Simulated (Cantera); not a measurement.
**Ignition delay**

Mixture: 5.38 % C3H8, 19.2 % O2, 72.0 % N2, 3.39 % CO2, equivalence ratio 1.4, at 0.859 atm, adiabatic and at constant pressure. Ignition delay is the time to a rise of 400 K.

Cantera simulation using GRI-Mech 3.0 (53 species, 325 reactions); the numbers are that mechanism's predictions, not measurements. GRI-Mech 3.0 was tuned for natural gas; its chemistry of propane as a main component is partial and can be far from experiment.

```
T0 (K)  delay (ms)
------  ----------
1023           394
1073           119
1123          37.3
1173          12.4
1223          4.47
1273          1.78
1323         0.786
1373         0.383
1423         0.205
```

```json
{
 "apparent activation energy between 1323 and 1423 K": "210 kJ/mol"
}
```
